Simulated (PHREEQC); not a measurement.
Make-up at 25 °C: 2.8 mmol/kgw NH3 and 6 mmol/kgw CO2. Closed to the air; pH follows from the charge balance.

All values are PHREEQC results (ion-association model, wateq4f.dat), not measurements.

No solid was allowed to form.

Problem. What pH, ionic strength does the model give?

Solution. pH 6.27; ionic strength 0.00280 mol/kgw.

Problem. In which forms is C present?

Solution. CO2 53 %, HCO3- 47 % of the C.
